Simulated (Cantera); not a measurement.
What does this Cantera script print?

```python
import numpy as np
import cantera as ct

gas_names = [...]  # 109 gases of nasa_gas.yaml made of C, Cl, H, Si
cond_names = """
    C(gr) C6H6(L) C7H8(L) C8H18(L),n-octa Si(cr) Si(L) SiC(b)
""".split()


# ... load() reads the species with a 1 bar reference pressure and builds the phases ...
atoms = {
    'CH3Cl': {'C': 1, 'H': 3, 'CL': 1},
    'Si': {'Si': 1},
    'H2': {'H': 2},
}
top_T = {'C(gr)': 4500, 'SiC(b)': 3050}  # K; cautious upper limits of use, not melting points


# ... equilibrate(T, P, feed) seeds the gas with the atoms and calls Mixture.equilibrate('TP', solver="vcs", rtol=1e-11, max_steps=5000) ...
results = []
feed = {'CH3Cl': 1, 'Si': 0.013, 'H2': 0.55}  # mol
T = 848.15  # K
P = 340  # Pa
mix = equilibrate(T, P, feed)
results.append((T, P, feed, dict(zip(mix.species_names, mix.species_moles))))
x = sorted(zip(gas.X, gas.species_names), reverse=True)
print(f"T = {T:g} K  P = {P:g} Pa  gas = {mix.phase_moles(0):.4g} mol")
print("   x: " + "  ".join(f"{s} {v:.3e}" for v, s in x if v > 1e-06))
print("   condensed (mol): " + ("  ".join(f"{mix.phase(i).name} {mix.phase_moles(i):.4g}"
      for i in range(1, mix.n_phases) if mix.phase_moles(i) > 1e-12) or "none"))
```

Result:

```
T = 848.15 K  P = 340 Pa  gas = 2.535 mol
   x: H2 6.200e-01  HCL 3.740e-01  SiCL4 5.114e-03  CH4 8.355e-04  SiHCL3 1.377e-05
   condensed (mol): C(gr) 0.9979
```

Equilibrium computed with Cantera from the NASA thermochemical tables; the gas is ideal and each condensed phase is pure.
